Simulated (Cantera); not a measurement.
Cantera with NASA thermochemical tables; ideal gases at 1 bar, condensed phases pure. Values are per mole of reaction as written; species without (g) are pure solids or liquids, kept so even where they would boil at 1 bar.

Cs + Cl(g) = CsCl

| T (K) | ΔH° (kJ) | ΔS° (J/K) | ΔG° (kJ) | log10 K | condensed phases |
|---|---|---|---|---|---|
| 300 | [?] | [?] | [?] | [?] | Cs(s), CsCl(s) |
| 823 | -559.8 | -147.2 | -438.6 | 27.84 | Cs(l), CsCl(s) |
| 873 | -559.2 | -146.5 | -431.3 | 25.81 | Cs(l), CsCl(s) |
| 923 | [?] | [?] | [?] | [?] | Cs(l), CsCl(l) |
| 973 | [?] | [?] | [?] | [?] | Cs(l), CsCl(l) |
| 1023 | [?] | [?] | [?] | [?] | Cs(l), CsCl(l) |
| 1073 | -538.8 | -124.6 | -405.1 | 19.72 | Cs(l), CsCl(l) |
| 1123 | -537.6 | -123.5 | -398.9 | 18.55 | Cs(l), CsCl(l) |

### Question
Some entries are withheld; supply them.

### Answer

- 300, ΔH° (kJ): -564.1
- 300, ΔS° (J/K): -149.2
- 300, ΔG° (kJ): -519.4
- 300, log10 K: 90.43
- 923, ΔH° (kJ): -542.6
- 923, ΔS° (J/K): -128.4
- 923, ΔG° (kJ): -424.1
- 923, log10 K: 24.00
- 973, ΔH° (kJ): -541.3
- 973, ΔS° (J/K): -127.0
- 973, ΔG° (kJ): -417.7
- 973, log10 K: 22.42
- 1023, ΔH° (kJ): -540.0
- 1023, ΔS° (J/K): -125.8
- 1023, ΔG° (kJ): -411.4
- 1023, log10 K: 21.00
